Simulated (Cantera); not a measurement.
Charge: 1 mol Si, 3.3 mol H2O, 520 mol N2, equilibrated at 2.00e-6 bar.

Cantera equilibrium calculation (NASA polynomials, part measured and part estimated; ideal gas, pure solids and liquids). Candidate condensed phases: H2O, Si, SiO2, Si2N2O, Si3N4; 35 gas species. The tables hold silica as quartz up to 1696 K and as liquid above; real silica turns to tridymite and cristobalite and melts near 1996 K. Equilibrium is a limit: real reactors are often held back by kinetics, nucleation or transport.

log p: log10 of the partial pressure in bar; n: condensed amount in mol.

```json
[
 {"T (K)": "1500", "log p N2": "-5.70", "log p H": "-8.88", "log p O": "-11.05", "log p H2O": "-8.20", "log p H2": "…", "n SiO2(β-quartz)": "0.610"},
 {"T (K)": "1575", "log p N2": "-5.70", "log p H": "-8.63", "log p O": "-9.88", "log p H2O": "-8.09", "log p H2": "-8.49", "n SiO2(β-quartz)": "0"},
 {"T (K)": "1650", "log p N2": "-5.70", "log p H": "-8.28", "log p O": "-9.23", "log p H2O": "-8.19", "log p H2": "-8.48", "n SiO2(β-quartz)": "0"},
 {"T (K)": "1725", "log p N2": "-5.70", "log p H": "-7.98", "log p O": "-8.74", "log p H2O": "-8.42", "log p H2": "-8.50", "n SiO2(β-quartz)": "0"},
 {"T (K)": "1800", "log p N2": "-5.71", "log p H": "-7.77", "log p O": "-8.40", "log p H2O": "-8.86", "log p H2": "…", "n SiO2(β-quartz)": "0"},
 {"T (K)": "1875", "log p N2": "-5.71", "log p H": "-7.66", "log p O": "-8.21", "log p H2O": "-9.57", "log p H2": "…", "n SiO2(β-quartz)": "0"},
 {"T (K)": "1950", "log p N2": "-5.71", "log p H": "-7.62", "log p O": "-8.12", "log p H2O": "-10.44", "log p H2": "…", "n SiO2(β-quartz)": "0"},
 {"T (K)": "2025", "log p N2": "-5.71", "log p H": "-7.61", "log p O": "-8.09", "log p H2O": "-11.33", "log p H2": "…", "n SiO2(β-quartz)": "0"},
 {"T (K)": "2100", "log p N2": "-5.71", "log p H": "-7.61", "log p O": "-8.08", "log p H2O": "-12.19", "log p H2": "…", "n SiO2(β-quartz)": "0"},
 {"T (K)": "2175", "log p N2": "-5.71", "log p H": "-7.60", "log p O": "-8.07", "log p H2O": "-13.01", "log p H2": "…", "n SiO2(β-quartz)": "0"}
]
```

### Question
What belongs in the gaps?

### Answer

- 1500, log p H2: -8.26
- 1800, log p H2: -8.65
- 1875, log p H2: -8.96
- 1950, log p H2: -9.37
- 2025, log p H2: -9.79
- 2100, log p H2: -10.20
- 2175, log p H2: -10.59
